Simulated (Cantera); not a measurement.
Input: 1 mol HMDSO, 1 mol O₂, 4.1 mol NO, equilibrated at 998 K and 37.0 mbar.

Cantera equilibrium calculation (NASA polynomials, part measured and part estimated; ideal gas, pure solids and liquids). Candidate condensed phases: C, C₆H₆, C₇H₈, C₈H₁₈, H₂O, Si, SiC, SiO₂, Si₂N₂O, Si₃N₄; 151 gas species. The feed counts by its element totals alone. Kinetics and transport are ignored.

Base state: H₂ 0.634, CO 0.216, N₂ 0.146, H₂O 0.00207, CH₄ 0.00145, CO₂ 0.00102 (mole fractions); condensed: C(graphite) + SiO₂(β-quartz).

Task: What changes in the equilibrium state with this change: temperature from 998 K to 1425 K?

Result: 
| species | before | after |
|---|---|---|
| H₂ | 0.634 | 0.559 |
| CO | 0.216 | 0.373 |
| N₂ | 0.146 | 0.0674 |
| SiO | <1e-9 | 5.33e-5 |
| H | 8.90e-9 | 2.65e-5 |
| CO₂ | 0.00102 | 1.45e-5 |
| C(graphite), mol | 2.92 | 0 |
| SiO₂(β-quartz), mol | 2.00 | 0.0665 |
| Si₂N₂O(s), mol | 0 | 0.966 |
Mutual solubility and eutectic melting of coexisting phases are not modelled. The tables hold silica as quartz up to 1696 K and as liquid above; real silica turns to tridymite and cristobalite and melts near 1996 K.
